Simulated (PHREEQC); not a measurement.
Copper plating or etch bath: speciation

Make-up at 25 °C and 100 atm: 47 mmol/kgw CuCl2 and 9.5 mmol/kgw HBF4. Closed to the air; pH follows from the charge balance.

All values are PHREEQC results (ion-association model, phreeqc.dat), not measurements.

Precipitation was switched off in this run.

Question: Predict the pH, ionic strength, density.

Answer: pH 2.13; ionic strength 0.142 mol/kgw; density 1.008 g/cm³.

Question: In which forms is Cl present?

Answer: Cl- 96 %, CuCl+ 3.9 % of the Cl.

Complexes and solids missing from the database can't appear. Under pressure, the constants of complexes without a molar volume in the database are unreliable. Real BF4- forms and hydrolyses slowly; the run takes it at equilibrium.
